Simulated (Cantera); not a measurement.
Premixed flame

A freely propagating, adiabatic, planar premixed flame of 45.3 % H2, 13.3 % O2, 41.3 % N2, equivalence ratio 1.7, unburnt at 450 K and 750 Torr; mixture-averaged transport, grid criteria slope 0.08 and curve 0.16, no radiation.

Cantera simulation using the H2/O2 subset of GRI-Mech 3.0, which has no nitrogen chemistry; the numbers are that mechanism's predictions, not measurements. Burning velocities carry a grid error of a few per cent, more on coarse grids.

```tsv
z (mm)	T (K)	u (m/s)	x H2	x O2	x HO2	x OH	x H	x H2O
-1.17	450	6.61	0.453	0.133	<1e-8	<1e-8	<1e-8	<1e-8
-0.780	450	6.61	0.453	0.133	<1e-8	<1e-8	<1e-8	<1e-8
-0.585	450	6.61	0.453	0.133	<1e-8	<1e-8	<1e-8	<1e-8
-0.390	450	6.61	0.453	0.133	6.05e-8	<1e-8	<1e-8	4.44e-8
-0.195	464	6.78	0.451	0.134	0.000185	2.70e-5	4.35e-5	0.000305
-0.0975	730	10.4	0.416	0.128	0.000251	0.00101	0.00719	0.0206
0	1203	16.5	0.305	0.0888	8.93e-5	0.00271	0.0505	0.109
0.0975	1522	20.7	0.198	0.0265	2.52e-5	0.00639	0.0922	0.226
0.195	1662	22.5	0.170	0.00696	6.34e-6	0.00788	0.0977	0.264
0.390	1795	24.1	0.171	0.00264	2.29e-6	0.00897	0.0858	0.275
0.780	1934	25.7	0.180	0.00180	1.48e-6	0.00934	0.0686	0.280
1.56	2070	27.2	0.189	0.00113	9.27e-7	0.00879	0.0515	0.286
3.12	2191	28.5	0.196	0.000608	5.27e-7	0.00739	0.0361	0.292
```
x: mole fraction of selected species; z is measured from the peak of heat release.

The laminar burning velocity is 661 cm/s. The thermal thickness is 0.390 mm and the peak x(HO2) is 0.000427. The peak x(OH) comes out as 0.00934 and the peak x(H) comes out as 0.0983. The grid points comes out as 118.
